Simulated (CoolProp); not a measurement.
200 sccm (0 °C, 1 atm) of nitrogen bubbles through liquid decamethylcyclopentasiloxane (D5) at 350.8 K and leaves saturated at a total pressure of 0.0112 MPa (ideal gas phase). Each further row changes one setting.

Computed with CoolProp (reference Helmholtz-energy equation of state, Thol 2019).

```tsv
case	vapour pressure (kPa)	mole fraction of vapour	delivery (mg/min)	delivery (sccm)	change of delivery for a bath 1 K warmer (%)
as stated	0.787	…	250	…	6.2
bath temperature 355.8 K	1.04	0.0927	338	20.4	…
total pressure 0.0224 MPa	0.787	0.0352	…	…	6.0
```

Q: What belongs in the gaps?

A: 
- as stated, mole fraction of vapour: 0.0703
- as stated, delivery (sccm): 15.1
- bath temperature 355.8 K, change of delivery for a bath 1 K warmer (%): 6.1
- total pressure 0.0224 MPa, delivery (mg/min): 121
- total pressure 0.0224 MPa, delivery (sccm): 7.29
